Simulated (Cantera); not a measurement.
Feed: 1 mol BN, 0.56 mol H₂O, 72 mol N₂, equilibrated at 2123 K and 1.00 bar.

These are equilibrium values from Cantera (NASA tables, ideal gas, pure condensed phases), not measurements of a reactor. Candidate condensed phases: B, BN, B₂O₃, B₃O₃H₃, H₂O; 39 gas species. The numbers say what is thermodynamically allowed, not how fast it happens.

Base state: N₂ 0.988, H₂ 0.00656, HBO 0.00168, B₂O₂ 0.000984, BO 0.000964, B₂O₃ 0.000865, H 0.000291, HBO₂ 0.000224 (mole fractions); condensed: BN(s).

**Question.** What changes in the equilibrium state with this change: pressure from 1.00 bar to 0.133 bar?

**Answer.** 
```tsv
species	before	after
N₂	0.988	0.987
H₂	0.00656	0.00633
BO	0.000964	0.00291
B₂O₃	0.000865	0.000154
HBO₂	0.000224	3.55e-5
H	0.000291	0.000782
B₂O₂	0.000984	0.00119
HBO	0.00168	0.00182
BN(s), mol	0.520	0.454
```
